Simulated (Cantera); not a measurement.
# Catalytic stagnation flow on Pt

A jet of 1.41 % CH4, 13.0 % O2, 85.6 % N2, equivalence ratio 0.22 at 300 K and 0.0850 bar hits a platinum plate 8.8 cm away at a mass flux of 0.063 kg/m²/s; the plate temperature is set and raised in steps from an oxygen-covered start.

Model: Deutschmann's 1995 Pt surface mechanism with GRI-Mech 3.0 gas chemistry, integrated in Cantera. Catalytic surfaces can have several steady states; this one follows from the mechanism file's or the stated starting coverage.

| plate T (K) | wall x CH4 | wall x O2 | wall x H2O | wall x OH | wall x CO | wall x CO2 | θ free Pt | θ O* |
|---|---|---|---|---|---|---|---|---|
| 850 | 0.0111 | 0.124 | 0.00566 | <1e-8 | 2.95e-6 | 0.00370 | 0.137 | 0.862 |
| 900 | 0.00872 | 0.119 | 0.01000 | 2.19e-8 | 3.30e-6 | 0.00654 | 0.198 | 0.801 |
| 950 | 0.00653 | 0.114 | 0.0140 | 6.91e-8 | 3.41e-6 | 0.00921 | 0.264 | 0.735 |
| 1000 | 0.00485 | 0.110 | 0.0171 | 1.89e-7 | 3.40e-6 | 0.0113 | 0.333 | 0.667 |
| 1050 | 0.00366 | 0.108 | 0.0193 | 4.56e-7 | 3.41e-6 | 0.0127 | 0.401 | 0.599 |
| 1100 | 0.00284 | 0.106 | 0.0207 | 9.95e-7 | 3.47e-6 | 0.0136 | 0.467 | 0.532 |
| 1150 | 0.00227 | 0.105 | 0.0217 | 2.00e-6 | 3.63e-6 | 0.0143 | 0.531 | 0.468 |
| 1200 | 0.00187 | 0.104 | 0.0223 | 3.75e-6 | 3.91e-6 | 0.0147 | 0.592 | 0.408 |
x: mole fraction at the wall; θ: surface coverage.
